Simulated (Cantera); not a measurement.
What does this Cantera script print?

```python
import numpy as np
import cantera as ct

gas_names = """
    Fe H H2 H2S S SH S2 S8
""".split()
cond_names = """
    Fe(a) Fe(c) Fe(d) Fe(L) FeS(a) FeS(b) FeS(c) FeS(L) FeS2(s) S(cr1) S(cr2) S(L)
""".split()


# ... load() reads the species with a 1 bar reference pressure and builds the phases ...
atoms = {
    'FeS': {'Fe': 1, 'S': 1},
    'H2': {'H': 2},
}
top_T = {'FeS2(s)': 1010}  # K; cautious upper limits of use, not melting points


# ... equilibrate(T, P, feed) seeds the gas with the atoms and calls Mixture.equilibrate('TP', solver="vcs", rtol=1e-11, max_steps=5000) ...
results = []
feed = {'FeS': 1, 'H2': 970}  # mol
P = 10000  # Pa
for T in [1300, 1375, 1450, 1525, 1600, 1675, 1750, 1825, 1900, 1975, 2050, 2125, 2200]:
    mix = equilibrate(T, P, feed)
    results.append((T, P, feed, dict(zip(mix.species_names, mix.species_moles))))

top = {s: max(r[3][s] / sum(r[3][g] for g in gas_names) for r in results) for s in gas_names}
cols = sorted((s for s in top if top[s] > 0.001), key=lambda s: -top[s])[:7]
seen = [c for c in cond_names if any(r[3].get(c, 0) > 1e-12 for r in results)]
print("log10 of partial pressures in bar; condensed amounts in mol")
print(f"{'T/K':>10s}" + "".join(f"{s[:9]:>10s}" for s in cols + seen))
for T, P, feed, n in results:
    ng = sum(n[g] for g in gas_names)
    print(f"{T:10.4g}" + "".join(f"{np.log10(max(n[s] / ng * P / 1e5, 1e-99)):10.3f}" for s in cols)
          + "".join(f"{n.get(c, 0):10.4g}" for c in seen))
```

Result:

```
log10 of partial pressures in bar; condensed amounts in mol
       T/K        H2         H       H2S        Fe     Fe(c)     Fe(d)     Fe(L)
      1300    -1.000    -6.456    -3.988    -8.962         1         0         0
      1375    -1.000    -5.965    -3.989    -8.086    0.9999         0         0
      1450    -1.000    -5.524    -3.991    -7.302    0.9995         0         0
      1525    -1.000    -5.126    -3.995    -6.597    0.9975         0         0
      1600    -1.001    -4.765    -4.002    -5.960    0.9894         0         0
      1675    -1.001    -4.435    -4.014    -5.382         0    0.9597         0
      1750    -1.001    -4.134    -4.032    -4.856         0    0.8648         0
      1825    -1.001    -3.857    -4.057    -4.378         0         0    0.5937
      1900    -1.002    -3.601    -4.093    -3.988         0         0         0
      1975    -1.003    -3.365    -4.140    -3.988         0         0         0
      2050    -1.004    -3.146    -4.199    -3.989         0         0         0
      2125    -1.006    -2.943    -4.271    -3.990         0         0         0
      2200    -1.009    -2.754    -4.356    -3.991         0         0         0
```

These are equilibrium values from Cantera (NASA tables, ideal gas, pure condensed phases), not measurements of a reactor.
